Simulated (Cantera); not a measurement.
A Cantera script and what it prints.

```python
import numpy as np
import cantera as ct

gas_names = """
    CL CL2 H HCL H2 N NH NH2 NH3 N2 N2H2 N2H4 Si SiCL SiCL2 SiCL3 SiCL4 SiH SiHCL3 SiH2 SiH2CL2 SiH3
    SiH3CL SiH4 SiN Si2 Si2N Si3
""".split()
cond_names = """
    NH4CL(a) NH4CL(b) Si(cr) Si(L) Si3N4(a)
""".split()


# ... load() reads the species with a 1 bar reference pressure and builds the phases ...
atoms = {
    'SiCl4': {'Si': 1, 'CL': 4},
    'NH3': {'N': 1, 'H': 3},
    'H2': {'H': 2},
}
top_T = {'Si3N4(a)': 2400}  # K; cautious upper limits of use, not melting points


# ... equilibrate(T, P, feed) seeds the gas with the atoms and calls Mixture.equilibrate('TP', solver="vcs", rtol=1e-11, max_steps=5000) ...
results = []
feed = {'SiCl4': 1, 'NH3': 0.25, 'H2': 5}  # mol
T = 1998.15  # K
P = 133.322  # Pa
mix = equilibrate(T, P, feed)
results.append((T, P, feed, dict(zip(mix.species_names, mix.species_moles))))
x = sorted(zip(gas.X, gas.species_names), reverse=True)
print(f"T = {T:g} K  P = {P:g} Pa  gas = {mix.phase_moles(0):.4g} mol")
print("   x: " + "  ".join(f"{s} {v:.3e}" for v, s in x if v > 1e-05))
print("   condensed (mol): " + ("  ".join(f"{mix.phase(i).name} {mix.phase_moles(i):.4g}"
      for i in range(1, mix.n_phases) if mix.phase_moles(i) > 1e-12) or "none"))
```

Output:

```
T = 1998.15 K  P = 133.322 Pa  gas = 7.775 mol
   x: H2 5.392e-01  HCL 2.717e-01  SiCL2 1.126e-01  H 3.229e-02  N2 1.607e-02  CL 1.212e-02  Si 1.094e-02  SiCL 4.435e-03  SiCL3 3.518e-04  SiH 1.999e-04  Si2 3.868e-05  SiH2 1.940e-05  SiN 1.325e-05
   condensed (mol): none
```

These are equilibrium values from Cantera (NASA tables, ideal gas, pure condensed phases), not measurements of a reactor. The tables' values for SiCl, SiCl3, SiN are old estimates; treat these amounts as uncertain. Gases not in the tables: Si2H6 and higher silanes.
